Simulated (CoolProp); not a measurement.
Properties of carbon monoxide along the isotherm 252.3 K (Tc = 132.9 K, pc = 3.498 MPa, ω = 0.050).

Model: reference Helmholtz-energy equation of state, Lemmon 2006, in CoolProp. It is a short technical equation, of lower accuracy than the large ones.

| p (MPa) | phase | Z | cp (kJ/(kg K)) | cv (kJ/(kg K)) | isothermal compressibility (1/MPa) | expansivity (1/kK) |
|---|---|---|---|---|---|---|
| 0.437 | gas | 0.9957 | 1.051 | 0.7442 | 2.298 | 4.049 |
| 0.875 | gas | 0.9915 | 1.063 | 0.7458 | 1.152 | 4.134 |
| 1.31 | gas | 0.9875 | 1.076 | 0.7474 | 0.7724 | 4.218 |
| 1.75 | gas | 0.9837 | 1.088 | 0.7491 | 0.5801 | 4.303 |
| 2.19 | gas | 0.9800 | 1.101 | 0.7507 | 0.4649 | 4.387 |
| 2.62 | gas | 0.9766 | 1.113 | 0.7524 | 0.3896 | 4.469 |
| 3.06 | gas | 0.9733 | 1.126 | 0.7541 | 0.3344 | 4.552 |
| 3.5 | supercritical | 0.9701 | 1.140 | 0.7557 | 0.2929 | 4.634 |
| 3.94 | supercritical | 0.9671 | 1.153 | 0.7574 | 0.2606 | 4.714 |
| 4.37 | supercritical | 0.9644 | 1.166 | 0.7591 | 0.2352 | 4.791 |
| 4.81 | supercritical | 0.9618 | 1.179 | 0.7607 | 0.2139 | 4.868 |
| 5.25 | supercritical | 0.9594 | 1.193 | 0.7624 | 0.1960 | 4.943 |
